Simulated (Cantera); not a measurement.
# Stirred combustor or abatement burner

A perfectly stirred reactor is fed with CH₄ : O₂ : N₂ : H₂O = 1 : 2.82 : 10.6 : 3.5 (molar parts), at 5480 Torr; it is adiabatic with a 400 K inlet, and is followed from long to short residence time, starting on the burning branch (τ in s: 0.023, 0.012, 0.0062, 0.0033, 0.0017, 0.0009, 0.00047, 0.00025, 0.00013, 6.8e-05, 3.6e-05).

Detailed kinetics in Cantera: GRI-Mech 3.0 (53 species, 325 reactions).

| τ (s) | T (K) | x CH₄ | x O₂ | x H₂O | x N₂O | x NO | x CH₂O | x CH₃ |
|---|---|---|---|---|---|---|---|---|
| 0.023 | 1620 | 4.86e-5 | 0.0460 | 0.306 | 4.07e-7 | 4.87e-7 | 4.25e-6 | 7.11e-6 |
| 0.012 | 1617 | 8.32e-5 | 0.0463 | 0.306 | 4.96e-7 | 4.67e-7 | 7.51e-6 | 1.22e-5 |
| 0.0062 | 1610 | 0.000151 | 0.0468 | 0.306 | 5.75e-7 | 4.30e-7 | 1.39e-5 | 2.13e-5 |
| 0.0033 | 1597 | 0.000295 | 0.0478 | 0.305 | 6.16e-7 | 3.54e-7 | 2.75e-5 | 3.73e-5 |
| 0.0017 | 1543 | 0.000950 | 0.0520 | 0.302 | 5.85e-7 | 1.60e-7 | 8.75e-5 | 7.32e-5 |
| 0.00090 | 400 | 0.0558 | 0.157 | 0.195 | <1e-12 | <1e-12 | <1e-12 | <1e-12 |
| 0.00047 | 400 | 0.0558 | 0.157 | 0.195 | <1e-12 | <1e-12 | <1e-12 | <1e-12 |
| 0.00025 | 400 | 0.0558 | 0.157 | 0.195 | <1e-12 | <1e-12 | <1e-12 | <1e-12 |
| 0.00013 | 400 | 0.0558 | 0.157 | 0.195 | <1e-12 | <1e-12 | <1e-12 | <1e-12 |
| 6.8e-5 | 400 | 0.0558 | 0.157 | 0.195 | <1e-12 | <1e-12 | <1e-12 | <1e-12 |
| 3.6e-5 | 400 | 0.0558 | 0.157 | 0.195 | <1e-12 | <1e-12 | <1e-12 | <1e-12 |
x: mole fraction; the columns are a selection and need not sum to one.
